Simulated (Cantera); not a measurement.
An adiabatic, constant-pressure homogeneous reactor starts with 35.8 % CO, 1.18 % H₂, 13.2 % O₂, 49.8 % N₂, equivalence ratio 1.4, at 1675 K and 5.00 bar.

Model: GRI-Mech 3.0 (53 species, 325 reactions), integrated in Cantera. The hydrogen kinetics of GRI-Mech 3.0 are dated; newer H2 mechanisms differ, most at raised pressure. Above 3000 K some thermodynamic fits are extrapolated.

### Question
Predict: time of steepest temperature rise; temperature at 0.400 s; equilibrium temperature; x(CO) at 0.400 s; x(H₂) at 0.400 s; x(O₂) at 0.400 s; x(H) at 0.400 s; x(HO₂) at 0.400 s; x(OH) at 0.400 s; x(H₂O₂) at 0.400 s.

### Answer
| Item | Value |
|---|---|
| time of steepest temperature rise | 8.44 µs |
| temperature at 0.400 s | 3000 K |
| equilibrium temperature | 3000 K |
| x(CO) at 0.400 s | 0.190 (gas-phase equilibrium 0.190) |
| x(H₂) at 0.400 s | 0.001000 (gas-phase equilibrium 0.001000) |
| x(O₂) at 0.400 s | 0.0256 (gas-phase equilibrium 0.0256) |
| x(H) at 0.400 s | 0.00225 (gas-phase equilibrium 0.00225) |
| x(HO₂) at 0.400 s | 3.67e-6 (gas-phase equilibrium 3.67e-6) |
| x(OH) at 0.400 s | 0.00591 (gas-phase equilibrium 0.00591) |
| x(H₂O₂) at 0.400 s | 4.91e-8 (gas-phase equilibrium 4.91e-8) |
